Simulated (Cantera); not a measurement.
A closed system holds: 1 mol BCl₃, 0.26 mol NH₃, 69 mol N₂, 0.5 mol H₂O, equilibrated at 1025 °C and 1600 Pa.

Equilibrium computed with Cantera from the NASA thermochemical tables; the gas is ideal and each condensed phase is pure. Candidate condensed phases: B, BN, B₂O₃, B₃O₃H₃, H₂O, NH₄Cl; 49 gas species. Mutual solubility and eutectic melting of coexisting phases are not modelled. The tables' values for BOCl are old estimates; treat these amounts as uncertain. Kinetics and transport are ignored.

Base state: N₂ 0.969, HCl 0.0249, BCl₃ 0.00426, B₃O₃Cl₃ 0.00130, BOCl 0.000490, H₂ 3.24e-5, Cl 3.14e-5, B₂O₃ 1.11e-5 (mole fractions); condensed: BN(s) + B₂O₃(l).

What changes in the equilibrium state with this change: 0.11 mol HF added?


```tsv
species	before	after
N₂	0.969	0.966
HCl	0.0249	0.0264
BCl₃	0.00426	0.00387
BOF	0	0.00153
H₂	3.24e-5	3.87e-5
B₃O₃Cl₃	0.00130	0.00118
Cl	3.14e-5	3.04e-5
BN(s), mol	0.259	0.259
B₂O₃(l), mol	0.0615	0.0338
```
